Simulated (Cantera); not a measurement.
A Cantera script and what it prints.

```python
import numpy as np
import cantera as ct

gas_names = """
    H HO2 H2 H2O H2O2 H2S H2SO4 O OH O2 O3 S SH SO SO2 SO3 S2 S2O S8
""".split()
cond_names = """
    H2O(s) H2O(L) H2SO4(L) S(cr1) S(cr2) S(L)
""".split()


# ... load() reads the species with a 1 bar reference pressure and builds the phases ...
atoms = {
    'SO2': {'S': 1, 'O': 2},
    'H2O': {'H': 2, 'O': 1},
    'H2': {'H': 2},
}
top_T = {}  # K; cautious upper limits of use, not melting points


# ... equilibrate(T, P, feed) seeds the gas with the atoms and calls Mixture.equilibrate('TP', solver="vcs", rtol=1e-11, max_steps=5000) ...
results = []
feed = {'SO2': 1, 'H2O': 0.35, 'H2': 1.9}  # mol
P = 133.322  # Pa
for T in [1850, 1900, 1950, 2000, 2050, 2100, 2150, 2200, 2250, 2300, 2350, 2400]:
    mix = equilibrate(T, P, feed)
    results.append((T, P, feed, dict(zip(mix.species_names, mix.species_moles))))

top = {s: max(r[3][s] / sum(r[3][g] for g in gas_names) for r in results) for s in gas_names}
cols = sorted((s for s in top if top[s] > 1e-06), key=lambda s: -top[s])[:7]
seen = [c for c in cond_names if any(r[3].get(c, 0) > 1e-12 for r in results)]
print("log10 of partial pressures in bar; condensed amounts in mol")
print(f"{'T/K':>10s}" + "".join(f"{s[:9]:>10s}" for s in cols + seen))
for T, P, feed, n in results:
    ng = sum(n[g] for g in gas_names)
    print(f"{T:10.4g}" + "".join(f"{np.log10(max(n[s] / ng * P / 1e5, 1e-99)):10.3f}" for s in cols)
          + "".join(f"{n.get(c, 0):10.4g}" for c in seen))
```

Output:

```
log10 of partial pressures in bar; condensed amounts in mol
       T/K       H2O        H2         H       SO2        SO        S2        OH
      1850    -3.283    -3.363    -4.950    -3.679    -4.154    -4.188    -6.001
      1900    -3.303    -3.350    -4.776    -3.678    -4.082    -4.262    -5.814
      1950    -3.324    -3.342    -4.612    -3.679    -4.019    -4.348    -5.636
      2000    -3.344    -3.337    -4.457    -3.683    -3.965    -4.449    -5.464
      2050    -3.363    -3.337    -4.313    -3.690    -3.921    -4.566    -5.300
      2100    -3.381    -3.341    -4.177    -3.699    -3.885    -4.700    -5.141
      2150    -3.399    -3.350    -4.050    -3.710    -3.859    -4.850    -4.988
      2200    -3.418    -3.364    -3.931    -3.724    -3.840    -5.014    -4.841
      2250    -3.440    -3.383    -3.821    -3.740    -3.828    -5.188    -4.701
      2300    -3.467    -3.408    -3.718    -3.761    -3.821    -5.364    -4.570
      2350    -3.503    -3.439    -3.623    -3.788    -3.819    -5.536    -4.451
      2400    -3.552    -3.476    -3.536    -3.825    -3.821    -5.693    -4.348
```

Cantera equilibrium calculation (NASA polynomials, part measured and part estimated; ideal gas, pure solids and liquids).
